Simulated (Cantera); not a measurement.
Adiabatic ignition

An adiabatic, constant-pressure homogeneous reactor starts with CO : H₂ : CH₄ : O₂ : N₂ : H₂O = 1 : 0.049 : 0.091 : 0.336 : 1.26 : 0.57 (molar parts), equivalence ratio 2.1, at 1750 K and 2.00 bar.

Computed with Cantera and GRI-Mech 3.0 (53 species, 325 reactions).

```tsv
t (s)	T (K)	x CO	x H₂	x CH₄	x C₂H₆	x HCO	x H
1.00e-6	1750	0.302	0.0148	0.0275	1.97e-10	4.25e-10	1.19e-6
2.15e-6	1750	0.302	0.0148	0.0275	4.46e-9	7.58e-10	2.25e-6
4.64e-6	1750	0.302	0.0148	0.0275	1.06e-7	1.73e-9	4.69e-6
1.00e-5	1750	0.302	0.0148	0.0272	3.02e-6	1.20e-8	1.49e-5
2.15e-5	1758	0.301	0.0153	0.0251	0.000141	9.11e-7	0.000126
4.64e-5	2308	0.205	0.0480	<1e-12	<1e-12	1.46e-6	0.0344
0.000100	2622	0.202	0.0433	<1e-12	<1e-12	5.83e-7	0.0149
0.000215	2721	0.200	0.0415	<1e-12	<1e-12	4.03e-7	0.00989
0.000464	2732	0.200	0.0414	<1e-12	<1e-12	3.84e-7	0.00928
0.00100	2730	0.200	0.0416	<1e-12	<1e-12	3.83e-7	0.00922
0.00215	2726	0.200	0.0418	<1e-12	<1e-12	3.82e-7	0.00913
0.00464	2724	0.201	0.0419	<1e-12	<1e-12	3.81e-7	0.00907
0.0100	2724	0.201	0.0419	<1e-12	<1e-12	3.81e-7	0.00906
0.0215	2724	0.201	0.0419	<1e-12	<1e-12	3.81e-7	0.00906
0.0464	2724	0.201	0.0419	<1e-12	<1e-12	3.81e-7	0.00906
0.100	2724	0.201	0.0419	<1e-12	<1e-12	3.81e-7	0.00906
```
x: mole fraction; the columns are a selection and need not sum to one.

| Quantity | Result |
|---|---|
| time of steepest temperature rise | 36.7 µs |
| temperature at 0.100 s | 2724 K |
| equilibrium temperature | 2724 K |
| x(CO) at 0.100 s | 0.201 (gas-phase equilibrium 0.201) |
| x(H₂) at 0.100 s | 0.0419 (gas-phase equilibrium 0.0419) |
| x(CH₄) at 0.100 s | <1e-12 (gas-phase equilibrium <1e-12) |
